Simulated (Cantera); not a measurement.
A Cantera script and what it prints.

```python
import numpy as np
import cantera as ct

gas_names = """
    F F2 N NF NF2 NF3 N2 Si SiF SiF2 SiF3 SiF4 SiN Si2 Si2N Si3
""".split()
cond_names = """
    Si(cr) Si(L) Si3N4(a)
""".split()


# ... load() reads the species with a 1 bar reference pressure and builds the phases ...
atoms = {
    'Si3N4': {'Si': 3, 'N': 4},
    'F2': {'F': 2},
    'N2': {'N': 2},
}
top_T = {'Si3N4(a)': 2400}  # K; cautious upper limits of use, not melting points


# ... equilibrate(T, P, feed) seeds the gas with the atoms and calls Mixture.equilibrate('TP', solver="vcs", rtol=1e-11, max_steps=5000) ...
results = []
T = 1198.15  # K
P = 17000  # Pa
for m in [1.7, 2.1, 2.8, 3.6, 4.6, 5.9, 7.6, 9.9, 13]:
    feed = {'Si3N4': 1, 'F2': m, 'N2': 0.54}  # mol
    mix = equilibrate(T, P, feed)
    results.append((T, P, feed, dict(zip(mix.species_names, mix.species_moles))))
    x = sorted(zip(gas.X, gas.species_names), reverse=True)
    print(f"T = {T:g} K  P = {P:g} Pa  n(F2) = {m:g} mol  gas = {mix.phase_moles(0):.4g} mol")
    print("   x: " + "  ".join(f"{s} {v:.3e}" for v, s in x if v > 1e-06))
    print("   condensed (mol): " + ("  ".join(f"{mix.phase(i).name} {mix.phase_moles(i):.4g}"
          for i in range(1, mix.n_phases) if mix.phase_moles(i) > 1e-12) or "none"))
```

Output:

```
T = 1198.15 K  P = 17000 Pa  n(F2) = 1.7 mol  gas = 1.957 mol
   x: N2 5.656e-01  SiF4 4.340e-01  SiF3 4.952e-04
   condensed (mol): Si3N4(a) 0.7166
T = 1198.15 K  P = 17000 Pa  n(F2) = 2.1 mol  gas = 2.29 mol
   x: N2 5.415e-01  SiF4 4.580e-01  SiF3 5.194e-04
   condensed (mol): Si3N4(a) 0.6499
T = 1198.15 K  P = 17000 Pa  n(F2) = 2.8 mol  gas = 2.874 mol
   x: N2 5.127e-01  SiF4 4.867e-01  SiF3 5.486e-04
   condensed (mol): Si3N4(a) 0.5332
T = 1198.15 K  P = 17000 Pa  n(F2) = 3.6 mol  gas = 3.541 mol
   x: SiF4 5.079e-01  N2 4.915e-01  SiF3 5.704e-04
   condensed (mol): Si3N4(a) 0.3998
T = 1198.15 K  P = 17000 Pa  n(F2) = 4.6 mol  gas = 4.374 mol
   x: SiF4 5.253e-01  N2 4.741e-01  SiF3 5.885e-04
   condensed (mol): Si3N4(a) 0.2331
T = 1198.15 K  P = 17000 Pa  n(F2) = 5.9 mol  gas = 5.458 mol
   x: SiF4 5.400e-01  N2 4.594e-01  SiF3 6.040e-04
   condensed (mol): Si3N4(a) 0.01639
T = 1198.15 K  P = 17000 Pa  n(F2) = 7.6 mol  gas = 8.307 mol
   x: SiF4 3.611e-01  N2 3.058e-01  F 2.810e-01  F2 5.206e-02  NF3 3.548e-05
   condensed (mol): none
T = 1198.15 K  P = 17000 Pa  n(F2) = 9.9 mol  gas = 11.95 mol
   x: F 4.200e-01  SiF4 2.511e-01  N2 2.125e-01  F2 1.163e-01  NF3 9.877e-05  NF2 1.803e-06
   condensed (mol): none
T = 1198.15 K  P = 17000 Pa  n(F2) = 13 mol  gas = 16.75 mol
   x: F 5.026e-01  SiF4 1.792e-01  F2 1.665e-01  N2 1.516e-01  NF3 1.429e-04  NF2 2.180e-06
   condensed (mol): none
```

Cantera equilibrium calculation (NASA polynomials, part measured and part estimated; ideal gas, pure solids and liquids). The tables' values for SiF3 are old estimates; treat these amounts as uncertain.
